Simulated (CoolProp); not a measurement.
Vapour-liquid equilibrium of n-octane (1) + ethylbenzene (2) at 2.55 kPa; x and y are mole fractions of (1).

Model: multi-fluid Helmholtz-energy mixture model, Beckmüller 2019 and Zhou 2012; pair parameters Bell 2016, in CoolProp.

| x | bubble temperature (°C) | y at the bubble point | dew temperature at overall composition x (°C) | liquid density (mol/L) |
|---|---|---|---|---|
| 0.05 | 36.7 | 0.096 | 37.2 | 7.898 |
| 0.2 | 34.5 | 0.311 | 35.6 | 7.549 |
| 0.35 | 33.1 | 0.465 | 34.1 | 7.225 |
| 0.5 | 32.1 | 0.592 | 32.8 | 6.925 |
| 0.65 | 31.3 | 0.707 | 31.7 | 6.647 |
| 0.8 | 30.9 | 0.823 | 30.9 | 6.390 |
| 0.95 | 30.6 | 0.952 | 30.6 | 6.151 |

No azeotrope shows between x = 0.05 and 0.95.

Pair parameters are fitted to limited data, so mixtures are less certain than the pure fluids.
